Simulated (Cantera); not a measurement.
Source: NASA polynomial tables (part measured, part estimated), evaluated in Cantera. Values are per mole of reaction as written; species without (g) are pure solids or liquids, kept so even where they would boil at 1 bar.

2 NO(g) + 2 Ta + 3 H2O(g) = 2 NH3(g) + Ta2O5

```json
[
 {"T (K)": "2548", "ΔH° (kJ)": "[?]", "ΔS° (J/K)": "[?]", "ΔG° (kJ)": "[?]", "log10 K": "[?]"},
 {"T (K)": "2648", "ΔH° (kJ)": "[?]", "ΔS° (J/K)": "[?]", "ΔG° (kJ)": "[?]", "log10 K": "[?]"},
 {"T (K)": "2748", "ΔH° (kJ)": "-1338.5", "ΔS° (J/K)": "-392.1", "ΔG° (kJ)": "-261.0", "log10 K": "4.96"},
 {"T (K)": "2848", "ΔH° (kJ)": "-1330.3", "ΔS° (J/K)": "-389.2", "ΔG° (kJ)": "-222.0", "log10 K": "4.07"},
 {"T (K)": "2948", "ΔH° (kJ)": "-1322.5", "ΔS° (J/K)": "-386.5", "ΔG° (kJ)": "-183.2", "log10 K": "3.25"}
]
```

Question: What belongs in the gaps?

Answer: 
- 2548, ΔH° (kJ): -1355.4
- 2548, ΔS° (J/K): -398.5
- 2548, ΔG° (kJ): -340.1
- 2548, log10 K: 6.97
- 2648, ΔH° (kJ): -1346.8
- 2648, ΔS° (J/K): -395.2
- 2648, ΔG° (kJ): -300.4
- 2648, log10 K: 5.93
